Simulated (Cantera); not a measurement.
A Cantera script and its output.

```python
import numpy as np
import cantera as ct

gas = ct.Solution("gri30.yaml")
gas.TPX = 1575, 680000, {'CH4': 1, 'C2H6': 0.045, 'C3H8': 0.16, 'O2': 2.69, 'N2': 10.1, 'H2O': 1.3}
reactor = ct.IdealGasReactor(gas, energy="on", clone=False)
net = ct.ReactorNet([reactor])
net.rtol, net.atol = 1e-08, 1e-16
show = ['CH4', 'C2H6', 'C3H8', 'OH', 'N2O', 'CO2', 'HCN']
times = np.geomspace(3e-06, 2, 16)

steps = ct.SolutionArray(gas, extra=["t"])
rows = []
print(f"{'t/s':>10s}{'T/K':>9s}{'P/Pa':>11s}" + "".join(f"{s:>11s}" for s in show))
for t in times:
    while net.time < t:
        t_next = net.step()
        steps.append(gas.state, t=t_next)
    rows.append([np.interp(t, steps.t, y) for y in (steps.T, steps.P, *steps(*show).X.T)])
    print(f"{t:10.3e}{rows[-1][0]:9.1f}{rows[-1][1]:11.4g}" + "".join(f"{x:11.3e}" for x in rows[-1][2:]))
rate = np.gradient(steps.T, steps.t)
print("integrator steps:", len(steps.t))
if steps.T.max() > steps.T[0] + 200:
    print(f"time of steepest temperature rise: {steps.t[rate.argmax()]:.4e} s")
gas.TPX = 1575, 680000, {'CH4': 1, 'C2H6': 0.045, 'C3H8': 0.16, 'O2': 2.69, 'N2': 10.1, 'H2O': 1.3}
gas.equilibrate("UV")
print(f"equilibrium (UV): T = {gas.T:.1f} K  " + "  ".join(f"{s} {gas[s].X[0]:.3e}" for s in show))
```

Result:

```
       t/s      T/K       P/Pa        CH4       C2H6       C3H8         OH        N2O        CO2        HCN
 3.000e-06   1571.3  6.792e+05  6.481e-02  2.951e-03  9.567e-03  1.330e-05  1.087e-09  3.503e-06  1.182e-12
 7.335e-06   1577.5  6.834e+05  6.333e-02  3.352e-03  7.895e-03  1.932e-05  3.691e-09  2.250e-05  1.128e-11
 1.793e-05   1638.8  7.169e+05  5.564e-02  3.571e-03  3.063e-03  6.866e-05  2.048e-08  1.794e-04  2.389e-10
 4.384e-05   3039.8  1.396e+06  3.590e-13  2.954e-25  5.956e-37  2.153e-02  1.640e-06  5.041e-02  8.566e-09
 1.072e-04   3027.7  1.391e+06  3.990e-13  3.542e-25  7.692e-37  2.036e-02  1.731e-06  4.990e-02  1.750e-08
 2.621e-04   3022.3  1.388e+06  4.179e-13  3.833e-25  8.604e-37  1.986e-02  1.818e-06  4.967e-02  2.153e-08
 6.407e-04   3022.1  1.388e+06  4.188e-13  3.847e-25  8.648e-37  1.983e-02  1.823e-06  4.966e-02  2.172e-08
 1.567e-03   3022.1  1.388e+06  4.188e-13  3.847e-25  8.648e-37  1.983e-02  1.823e-06  4.966e-02  2.172e-08
 3.830e-03   3022.1  1.388e+06  4.188e-13  3.847e-25  8.648e-37  1.983e-02  1.823e-06  4.966e-02  2.172e-08
 9.364e-03   3022.1  1.388e+06  4.188e-13  3.847e-25  8.648e-37  1.983e-02  1.823e-06  4.966e-02  2.172e-08
 2.289e-02   3022.1  1.388e+06  4.188e-13  3.847e-25  8.648e-37  1.983e-02  1.823e-06  4.966e-02  2.172e-08
 5.597e-02   3022.1  1.388e+06  4.188e-13  3.847e-25  8.648e-37  1.983e-02  1.823e-06  4.966e-02  2.172e-08
 1.369e-01   3022.1  1.388e+06  4.188e-13  3.847e-25  8.648e-37  1.983e-02  1.823e-06  4.966e-02  2.172e-08
 3.346e-01   3022.1  1.388e+06  4.188e-13  3.847e-25  8.648e-37  1.983e-02  1.823e-06  4.966e-02  2.172e-08
 8.180e-01   3022.1  1.388e+06  4.188e-13  3.847e-25  8.648e-37  1.983e-02  1.823e-06  4.966e-02  2.172e-08
 2.000e+00   3022.1  1.388e+06  4.188e-13  3.847e-25  8.648e-37  1.983e-02  1.823e-06  4.966e-02  2.172e-08
integrator steps: 1819
time of steepest temperature rise: 2.5166e-05 s
equilibrium (UV): T = 3022.1 K  CH4 5.149e-13  C2H6 5.539e-25  C3H8 1.356e-36  OH 1.983e-02  N2O 1.823e-06  CO2 4.966e-02  HCN 2.172e-08
```

Computed with Cantera and GRI-Mech 3.0 (53 species, 325 reactions). GRI-Mech 3.0 was tuned for natural gas; its chemistry of propane as a main component is partial and can be far from experiment. Above 3000 K some thermodynamic fits are extrapolated.
